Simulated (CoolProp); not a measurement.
The numbers come from the reference Helmholtz-energy equation of state, de Reuck 1993 in CoolProp.

**Question.** For methanol, give the phase and the cp (kJ/(kg K)) at 588.5 K and 164 kPa.

**Answer.** 
- 588.5 K and 164 kPa: gas; cp 2.09
